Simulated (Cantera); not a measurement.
Source: NASA polynomial tables (part measured, part estimated), evaluated in Cantera. Values are per mole of reaction as written; species without (g) are pure solids or liquids, kept so even where they would boil at 1 bar.

Zr + 2 NO(g) ⇌ N2(g) + ZrO2

```json
[
 {"T (K)": "300", "ΔH° (kJ)": "-1280.0", "ΔS° (J/K)": "-218.4", "ΔG° (kJ)": "-1214.5", "log10 K": "211.46", "condensed phases": "Zr(α), ZrO2(monoclinic)"},
 {"T (K)": "2700", "ΔH° (kJ)": "?", "ΔS° (J/K)": "?", "ΔG° (kJ)": "?", "log10 K": "?", "condensed phases": "Zr(l), ZrO2(s)"},
 {"T (K)": "2750", "ΔH° (kJ)": "?", "ΔS° (J/K)": "?", "ΔG° (kJ)": "?", "log10 K": "?", "condensed phases": "Zr(l), ZrO2(s)"},
 {"T (K)": "2800", "ΔH° (kJ)": "-1287.1", "ΔS° (J/K)": "-212.4", "ΔG° (kJ)": "-692.4", "log10 K": "12.92", "condensed phases": "Zr(l), ZrO2(s)"},
 {"T (K)": "2850", "ΔH° (kJ)": "-1287.4", "ΔS° (J/K)": "-212.5", "ΔG° (kJ)": "-681.8", "log10 K": "12.50", "condensed phases": "Zr(l), ZrO2(s)"},
 {"T (K)": "2900", "ΔH° (kJ)": "-1287.7", "ΔS° (J/K)": "-212.6", "ΔG° (kJ)": "-671.2", "log10 K": "12.09", "condensed phases": "Zr(l), ZrO2(s)"},
 {"T (K)": "2950", "ΔH° (kJ)": "?", "ΔS° (J/K)": "?", "ΔG° (kJ)": "?", "log10 K": "?", "condensed phases": "Zr(l), ZrO2(s)"},
 {"T (K)": "3000", "ΔH° (kJ)": "-1200.5", "ΔS° (J/K)": "-183.0", "ΔG° (kJ)": "-651.4", "log10 K": "11.34", "condensed phases": "Zr(l), ZrO2(l)"}
]
```

Problem. Complete the blanks.

Solution. 
- 2700, ΔH° (kJ): -1286.6
- 2700, ΔS° (J/K): -212.2
- 2700, ΔG° (kJ): -713.7
- 2700, log10 K: 13.81
- 2750, ΔH° (kJ): -1286.9
- 2750, ΔS° (J/K): -212.3
- 2750, ΔG° (kJ): -703.0
- 2750, log10 K: 13.35
- 2950, ΔH° (kJ): -1287.9
- 2950, ΔS° (J/K): -212.7
- 2950, ΔG° (kJ): -660.5
- 2950, log10 K: 11.70
